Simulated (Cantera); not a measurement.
An isothermal, constant-pressure homogeneous reactor starts with 13.0 % H2, 76.3 % O2, 10.7 % N2, at 1350 K and 18.8 Torr.

Detailed kinetics in Cantera: GRI-Mech 3.0 (53 species, 325 reactions). Radical loss at walls, strong at low pressure, is not modelled. The temperature is held fixed by assumption; the heat of reaction is taken as removed at once.

x: mole fraction; the columns are a selection and need not sum to one.

```
t (s)         x H2   x O2    x H2O2    x HO2      x OH
--------  --------  -----  --------  -------  --------
3.00e-6      0.130  0.763    <1e-12  6.35e-9  5.31e-10
7.82e-6      0.130  0.763  4.13e-12  1.66e-8   3.07e-9
2.04e-5      0.130  0.763  2.79e-11  4.32e-8   1.59e-8
5.31e-5      0.130  0.763  1.87e-10  1.13e-7   9.63e-8
0.000138     0.130  0.763       [?]  3.01e-7   2.18e-6
0.000361     0.115  0.754       [?]  4.38e-6   0.00360
0.000940   0.00498  0.677   2.79e-7  7.84e-6    0.0110
0.00245    0.00431  0.688   2.88e-7  7.91e-6    0.0103
0.00638    0.00292  0.710   2.92e-7  7.70e-6   0.00857
0.0166     0.00113  0.733       [?]  6.01e-6   0.00540
0.0434    0.000231  0.744       [?]  2.74e-6   0.00246
0.113      3.89e-5  0.746       [?]  7.61e-7   0.00101
0.294      7.67e-6  0.747       [?]  2.00e-7  0.000451
0.767      1.89e-6  0.747       [?]  7.53e-8  0.000224
2.00       5.73e-7  0.747       [?]  5.77e-8  0.000124
```

Task: Complete the blanks.

Result: 
- 0.000138, x H2O2: 1.25e-9
- 0.000361, x H2O2: 5.64e-8
- 0.0166, x H2O2: 2.39e-7
- 0.0434, x H2O2: 1.28e-7
- 0.113, x H2O2: 5.12e-8
- 0.294, x H2O2: 1.91e-8
- 0.767, x H2O2: 7.19e-9
- 2.00, x H2O2: 2.96e-9
